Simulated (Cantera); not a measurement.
**PbO + O2 + N2 (iron carbonyl, mercury and lead vapours)**

Feed: 1 mol PbO, 0.031 mol O2, 5 mol N2, at 1.00 bar.

Cantera equilibrium calculation (NASA polynomials, part measured and part estimated; ideal gas, pure solids and liquids). Candidate condensed phases: Pb, PbO, PbO2, Pb3O4; 12 gas species. Rates play no part.

| T (K) | x N2 | x O2 | x PbO | x NO | x Pb | x NO2 | n PbO(red) | n PbO(yellow) | n PbO(l) |
|---|---|---|---|---|---|---|---|---|---|
| 575 | 0.994 | 0.00616 | <1e-12 | 1.79e-9 | <1e-12 | 2.90e-9 | 1.00 | 0 | 0 |
| 625 | 0.994 | 0.00616 | <1e-12 | 8.24e-9 | <1e-12 | 5.06e-9 | 1.00 | 0 | 0 |
| 675 | 0.994 | 0.00616 | <1e-12 | 3.03e-8 | <1e-12 | 8.12e-9 | 1.00 | 0 | 0 |
| 725 | 0.994 | 0.00616 | <1e-12 | 9.31e-8 | <1e-12 | 1.22e-8 | 1.00 | 0 | 0 |
| 775 | 0.994 | 0.00616 | 1.79e-11 | 2.47e-7 | <1e-12 | 1.74e-8 | 0 | 1.00 | 0 |
| 825 | 0.994 | 0.00616 | 2.51e-10 | 5.84e-7 | <1e-12 | 2.38e-8 | 0 | 1.00 | 0 |
| 875 | 0.994 | 0.00616 | 2.57e-9 | 1.25e-6 | <1e-12 | 3.14e-8 | 0 | 1.00 | 0 |
| 925 | 0.994 | 0.00616 | 2.04e-8 | 2.47e-6 | 2.40e-12 | 4.02e-8 | 0 | 1.00 | 0 |
| 975 | 0.994 | 0.00616 | 1.30e-7 | 4.54e-6 | 3.54e-11 | 5.02e-8 | 0 | 1.000 | 0 |
| 1025 | 0.994 | 0.00616 | 6.85e-7 | 7.87e-6 | 3.98e-10 | 6.14e-8 | 0 | 1.000 | 0 |
| 1075 | 0.994 | 0.00616 | 3.08e-6 | 1.30e-5 | 3.56e-9 | 7.37e-8 | 0 | 1.000 | 0 |
| 1125 | 0.994 | 0.00615 | 1.21e-5 | 2.04e-5 | 2.61e-8 | 8.70e-8 | 0 | 1.000 | 0 |
| 1175 | 0.994 | 0.00615 | 4.03e-5 | 3.09e-5 | 1.55e-7 | 1.01e-7 | 0 | 0 | 1.000 |
x: gas mole fraction; n: condensed amount in mol.

From 575 K to 725 K the condensed part is PbO(red). From 775 K to 1125 K the condensed part is PbO(yellow). At 1175 K the condensed part is PbO(l).
